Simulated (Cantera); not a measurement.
A closed system holds: 1 mol CuO, 3 mol HF, 8.9 mol O2, held at 1550 K and 18.0 Pa.

Cantera equilibrium calculation (NASA polynomials, part measured and part estimated; ideal gas, pure solids and liquids). Candidate condensed phases: Cu, CuF2, CuO, Cu(OH)2, Cu2O, H2O; 27 gas species. The numbers say what is thermodynamically allowed, not how fast it happens.

Base state: O2 0.713, HF 0.188, CuF 0.0426, Cu 0.0343, H2O 0.0210, OH 0.000640, O 0.000492, CuO 7.23e-5 (mole fractions); condensed: gas only.

### Question
What changes in the equilibrium state with this change: temperature from 1550 K to 1398 K?

### Answer
| species | before | after |
|---|---|---|
| O2 | 0.713 | 0.738 |
| HF | 0.188 | 0.209 |
| CuF | 0.0426 | 0.0330 |
| Cu | 0.0343 | 0.00384 |
| H2O | 0.0210 | 0.0164 |
| O | 0.000492 | 5.87e-5 |
| CuO | 7.23e-5 | 1.07e-5 |
| Cu2O(s), mol | 0 | 0.271 |

### Question
What changes in the equilibrium state with this change: pressure from 18.0 Pa to 100000 Pa?

### Answer
```csv
species,before,after
O2,0.713,0.751
HF,0.188,0.238
CuF,0.0426,0.00575
Cu,0.0343,2.41e-6
H2O,0.0210,0.00387
CuF2,3.87e-6,0.00101
CuO,7.23e-5,3.89e-7
"Cu2O(l), mol",0,0.459
```

### Question
What changes in the equilibrium state with this change: pressure from 18.0 Pa to 4.40 Pa?

### Answer
```tsv
species	before	after
O2	0.713	0.708
HF	0.188	0.201
Cu	0.0343	0.0484
CuF	0.0426	0.0277
H2O	0.0210	0.0135
H	6.07e-6	1.40e-5
O	0.000492	0.000993
F	6.66e-6	1.26e-5
```
